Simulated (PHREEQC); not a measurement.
Consider water at 26 °C with 16 mmol/kgw ZnSO4, 0.52 mmol/kgw Na2SO4 and 25 mmol/kgw MnSO4. Closed to the air; pH follows from the charge balance.

Model: ion-association model, phreeqc.dat, run in PHREEQC.

Each row changes one thing in this solution. Precipitation was switched off in this run.

| case | pH | ionic strength (mol/kgw) | SO4-2 (mol/kgw) | Mn+2 (mol/kgw) | MnSO4 (mol/kgw) | NaSO4- (mol/kgw) |
|---|---|---|---|---|---|---|
| as made | 5.83 | 0.0967 | 0.0231 | 0.0154 | 0.00958 | 4.34e-5 |
| temperature from 26 to 60 °C | 5.42 | 0.0856 | 0.0206 | 0.0128 | 0.0122 | 4.59e-5 |
| temperature from 26 to 75 °C | 5.29 | ___ | ___ | 0.0119 | 0.0131 | ___ |
| ZnSO4 replaced by Li2SO4 at the same molality | 6.54 | 0.103 | 0.0293 | 0.0143 | 0.0107 | ___ |
| ZnSO4 left out | 6.45 | 0.0655 | 0.0165 | 0.0160 | 0.00900 | 3.54e-5 |

Problem. What belongs in the gaps?

Solution. 
- temperature from 26 to 75 °C, ionic strength (mol/kgw): 0.0819
- temperature from 26 to 75 °C, SO4-2 (mol/kgw): 0.0197
- temperature from 26 to 75 °C, NaSO4- (mol/kgw): 4.66e-5
- ZnSO4 replaced by Li2SO4 at the same molality, NaSO4- (mol/kgw): 5.34e-5

Complexes and solids missing from the database can't appear. Constants without temperature data keep their 25 °C values here.
